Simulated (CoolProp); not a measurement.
Values from CoolProp's reference Helmholtz-energy equation of state, Lemmon 2016.

Task: For R115, give the phase and the cv (kJ/(kg K)), Joule-Thomson coefficient (K/MPa) at 81.05 °C and 4.34 MPa.

Result: 
- 81.05 °C and 4.34 MPa: supercritical; cv 0.806, Joule-Thomson coefficient 2.22
